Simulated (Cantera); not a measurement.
A perfectly stirred reactor is fed with CO : H2 : O2 : N2 = 1 : 0.56 : 1.63 : 6.11 (molar parts), at 0.710 bar; it is adiabatic with a 750 K inlet, and is followed from long to short residence time, starting on the burning branch (τ in s: 0.36, 0.12, 0.041, 0.014, 0.0045, 0.0015, 0.00051, 0.00017, 5.7e-05, 1.9e-05, 6.4e-06).

Computed with Cantera and GRI-Mech 3.0 (53 species, 325 reactions).

```
quantity                                                                       before                               after
------------------------------------------------  -----------------------------------  ----------------------------------
blow-out, bracketed by the residence times tried  burning at 0.170 ms, out at 57.0 µs  burning at 19.0 µs, out at 6.40 µs
x(CO) at τ = 0.360 s                                                          0.00122                            0.000351
x(H2) at τ = 0.360 s                                                         0.000138                             3.97e-5
x(O2) at τ = 0.360 s                                                           0.0991                              0.0986
x(H) at τ = 0.360 s                                                           4.24e-5                             6.43e-6
x(OH) at τ = 0.360 s                                                          0.00213                             0.00115
x(CO) at τ = 1.50 ms                                                           0.0180                             0.00393
x(H2) at τ = 1.50 ms                                                          0.00219                            0.000322
x(O2) at τ = 1.50 ms                                                            0.103                               0.100
x(H) at τ = 1.50 ms                                                           0.00345                            0.000120
x(OH) at τ = 1.50 ms                                                          0.00634                             0.00279
```

Question: Which change was made?
A. inlet temperature 750 to 675 K
B. pressure from 0.710 bar to 1.01 bar
C. H2 0.56 to 0.75 parts
D. pressure from 0.710 bar to 5.00 bar

Answer: D, pressure from 0.710 bar to 5.00 bar
